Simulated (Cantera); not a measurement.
**Adiabatic ignition**

An adiabatic, constant-pressure homogeneous reactor starts with CH3OH : O2 : N2 : CO2 = 1 : 2.88 : 10.8 : 0.34 (molar parts), at 1250 K and 1000000 Pa.

Detailed kinetics in Cantera: GRI-Mech 3.0 (53 species, 325 reactions). GRI-Mech 3.0 was tuned for natural gas; its chemistry of methanol as a main component is partial and can be far from experiment.

```csv
t (s),T (K),x CH3OH,x O2,x CO2,x NO,x O
1.00e-6,1250,0.0666,0.192,0.0226,<1e-12,1.01e-10
2.46e-6,1250,0.0666,0.192,0.0226,<1e-12,1.05e-10
6.06e-6,1250,0.0666,0.192,0.0226,<1e-12,1.10e-10
1.49e-5,1250,0.0666,0.192,0.0226,<1e-12,1.15e-10
3.67e-5,1250,0.0666,0.192,0.0226,<1e-12,1.22e-10
9.04e-5,1250,0.0666,0.192,0.0226,<1e-12,1.50e-10
0.000223,1250,0.0665,0.192,0.0226,<1e-12,3.08e-10
0.000548,1252,0.0656,0.191,0.0226,<1e-12,4.33e-9
0.00135,2319,<1e-12,0.0881,0.0850,0.000228,0.000524
0.00332,2318,<1e-12,0.0878,0.0850,0.000935,0.000519
0.00817,2315,<1e-12,0.0870,0.0850,0.00250,0.000507
0.0201,2309,<1e-12,0.0856,0.0850,0.00533,0.000487
0.0495,2303,<1e-12,0.0841,0.0851,0.00831,0.000467
0.122,2301,<1e-12,0.0836,0.0851,0.00929,0.000460
0.300,2301,<1e-12,0.0836,0.0851,0.00932,0.000460
```
x: mole fraction; the columns are a selection and need not sum to one.

```yaml
time_of_steepest_temperature_rise: 0.781 ms
temperature at 0.300 s: 2301 K
equilibrium_temperature: 2301 K
x(CH3OH) at 0.300 s: <1e-12 (gas-phase equilibrium <1e-12)
x(O2) at 0.300 s: 0.0836 (gas-phase equilibrium 0.0836)
x(CO2) at 0.300 s: 0.0851 (gas-phase equilibrium 0.0851)
```
